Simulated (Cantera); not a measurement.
Charge: 1 mol Pb, 0.072 mol O2, 0.16 mol H2, equilibrated at 1600 K and 18000 Pa.

Method: chemical equilibrium by Gibbs-energy minimisation in Cantera with the NASA 1993 tables (ideal gas, pure condensed phases). Candidate condensed phases: H2O, Pb, PbO, PbO2, Pb3O4; 12 gas species. Gases not in the tables: (PbO)n polymers. Kinetics and transport are ignored.

Base state: H2O 0.593, Pb 0.337, H2 0.0682, PbO 0.00208, Pb2 0.000255, H 3.35e-5, OH 1.14e-5 (mole fractions); condensed: Pb(l).

Q: What changes in the equilibrium state with this change: temperature from 1600 K to 873 K?

A: 
```tsv
species	before	after
H2O	0.593	0.900
H2	0.0682	0.1000
Pb	0.337	3.53e-6
PbO	0.00208	<1e-9
Pb2	0.000255	<1e-9
Pb(l), mol	0.918	1.000
```
